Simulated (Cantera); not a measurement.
An adiabatic, constant-volume homogeneous reactor starts with CH₄ : O₂ : N₂ = 1 : 2.94 : 11.1 (molar parts), equivalence ratio 0.68, at 1598 K and 2.40 bar. Integrator tolerance rtol = 1e-08.

Model: GRI-Mech 3.0 (53 species, 325 reactions), integrated in Cantera.

**Question.** What does this change do: initial temperature 1598 to 1148 K?

**Answer.** 
| quantity | before | after |
|---|---|---|
| time of steepest temperature rise | 0.205 ms | 34.2 ms |
| temperature at 0.400 s | 2841 K | 2646 K |
| equilibrium temperature | 2841 K | 2646 K |
| x(CH₄) at 0.400 s | <1e-12 (gas-phase equilibrium <1e-12) | <1e-12 (gas-phase equilibrium <1e-12) |
| x(O₂) at 0.400 s | 0.0556 (gas-phase equilibrium 0.0556) | 0.0558 (gas-phase equilibrium 0.0558) |
| x(O) at 0.400 s | 0.00722 (gas-phase equilibrium 0.00722) | 0.00288 (gas-phase equilibrium 0.00288) |
| x(N₂O) at 0.400 s | 2.13e-6 (gas-phase equilibrium 2.13e-6) | 1.83e-6 (gas-phase equilibrium 1.83e-6) |
| x(H₂O₂) at 0.400 s | 7.46e-7 (gas-phase equilibrium 7.46e-7) | 6.50e-7 (gas-phase equilibrium 6.50e-7) |
| x(CO) at 0.400 s | 0.0174 (gas-phase equilibrium 0.0174) | 0.00797 (gas-phase equilibrium 0.00797) |
| x(CH₂) at 0.400 s | <1e-12 (gas-phase equilibrium <1e-12) | <1e-12 (gas-phase equilibrium <1e-12) |

**Question.** What does this change do: constant pressure in place of constant volume?

**Answer.** 
| quantity | before | after |
|---|---|---|
| time of steepest temperature rise | 0.205 ms | 0.216 ms |
| temperature at 0.400 s | 2841 K | 2674 K |
| equilibrium temperature | 2841 K | 2674 K |
| x(CH₄) at 0.400 s | <1e-12 (gas-phase equilibrium <1e-12) | <1e-12 (gas-phase equilibrium <1e-12) |
| x(O₂) at 0.400 s | 0.0556 (gas-phase equilibrium 0.0556) | 0.0565 (gas-phase equilibrium 0.0565) |
| x(O) at 0.400 s | 0.00722 (gas-phase equilibrium 0.00722) | 0.00498 (gas-phase equilibrium 0.00498) |
| x(N₂O) at 0.400 s | 2.13e-6 (gas-phase equilibrium 2.13e-6) | 1.25e-6 (gas-phase equilibrium 1.25e-6) |
| x(H₂O₂) at 0.400 s | 7.46e-7 (gas-phase equilibrium 7.46e-7) | 4.34e-7 (gas-phase equilibrium 4.34e-7) |
| x(CO) at 0.400 s | 0.0174 (gas-phase equilibrium 0.0174) | 0.0126 (gas-phase equilibrium 0.0126) |
| x(CH₂) at 0.400 s | <1e-12 (gas-phase equilibrium <1e-12) | <1e-12 (gas-phase equilibrium <1e-12) |

**Question.** What does this change do: initial temperature 1598 to 1550 K?

**Answer.** 
```json
[
 {"quantity": "time of steepest temperature rise", "before": "0.205 ms", "after": "0.311 ms"},
 {"quantity": "temperature at 0.400 s", "before": "2841 K", "after": "2822 K"},
 {"quantity": "equilibrium temperature", "before": "2841 K", "after": "2822 K"},
 {"quantity": "x(CH₄) at 0.400 s", "before": "<1e-12 (gas-phase equilibrium <1e-12)", "after": "<1e-12 (gas-phase equilibrium <1e-12)"},
 {"quantity": "x(O₂) at 0.400 s", "before": "0.0556 (gas-phase equilibrium 0.0556)", "after": "0.0556 (gas-phase equilibrium 0.0556)"},
 {"quantity": "x(O) at 0.400 s", "before": "0.00722 (gas-phase equilibrium 0.00722)", "after": "0.00664 (gas-phase equilibrium 0.00664)"},
 {"quantity": "x(N₂O) at 0.400 s", "before": "2.13e-6 (gas-phase equilibrium 2.13e-6)", "after": "2.10e-6 (gas-phase equilibrium 2.10e-6)"},
 {"quantity": "x(H₂O₂) at 0.400 s", "before": "7.46e-7 (gas-phase equilibrium 7.46e-7)", "after": "7.39e-7 (gas-phase equilibrium 7.39e-7)"},
 {"quantity": "x(CO) at 0.400 s", "before": "0.0174 (gas-phase equilibrium 0.0174)", "after": "0.0164 (gas-phase equilibrium 0.0164)"},
 {"quantity": "x(CH₂) at 0.400 s", "before": "<1e-12 (gas-phase equilibrium <1e-12)", "after": "<1e-12 (gas-phase equilibrium <1e-12)"}
]
```
